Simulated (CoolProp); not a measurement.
Computed with CoolProp (reference Helmholtz-energy equation of state, Schmidt 1985).

Question: Give the vapour pressure (bar), vapour density (kg/m³), liquid cp (kJ/(kg K)) of saturated oxygen at -160.45, -143.45, -132.05 °C.

Answer: 
```tsv
T (°C)	p (bar)	vapour density (kg/m³)	liquid cp (kJ/(kg K))
-160.45	6.52	25.3	1.83
-143.45	17.2	67.3	2.14
-132.05	29.2	124	2.80
```
